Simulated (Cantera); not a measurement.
An isothermal, constant-pressure homogeneous reactor starts with 89.3 % NH3, 10.7 % H2, at 2273 K and 9800 Pa.

Model: the gas-phase N/H chemistry of the illustrative SiF4/NH3 mechanism in the Surface Chemkin manual (1991), integrated in Cantera. Walls and surfaces, which speed up NH3 decomposition in real reactors, are not modelled.

x: mole fraction; the columns are a selection and need not sum to one.

```tsv
t (s)	x NH3	x H2	x NH	x N	x N2H2	x N2
0.000200	0.885	0.111	5.58e-5	1.68e-6	?	0.000601
0.000485	0.871	0.120	7.34e-5	2.56e-6	2.64e-5	0.00397
0.00118	0.838	0.144	7.57e-5	2.93e-6	2.48e-5	0.0127
0.00285	0.766	0.198	7.83e-5	3.60e-6	?	0.0320
0.00691	0.623	0.304	7.94e-5	4.55e-6	?	0.0700
0.0168	0.399	0.469	7.39e-5	5.51e-6	?	0.130
0.0406	0.161	0.644	5.77e-5	6.25e-6	?	0.193
0.0985	0.0227	0.744	3.23e-5	7.10e-6	?	0.229
0.239	4.93e-5	0.748	2.21e-6	2.74e-6	1.75e-10	0.234
0.579	2.62e-6	0.744	1.84e-7	2.84e-7	1.09e-12	0.233
1.40	8.15e-7	0.744	5.71e-8	8.84e-8	<1e-12	0.233
3.40	4.52e-7	0.744	3.17e-8	4.90e-8	<1e-12	0.233
8.25	4.11e-7	0.744	2.88e-8	4.45e-8	<1e-12	0.233
20.0	4.10e-7	0.744	2.88e-8	4.45e-8	<1e-12	0.233
```

Q: What belongs in the gaps?

A: 
- 0.000200, x N2H2: 1.84e-5
- 0.00285, x N2H2: 2.12e-5
- 0.00691, x N2H2: 1.52e-5
- 0.0168, x N2H2: 8.20e-6
- 0.0406, x N2H2: 2.73e-6
- 0.0985, x N2H2: 3.37e-7
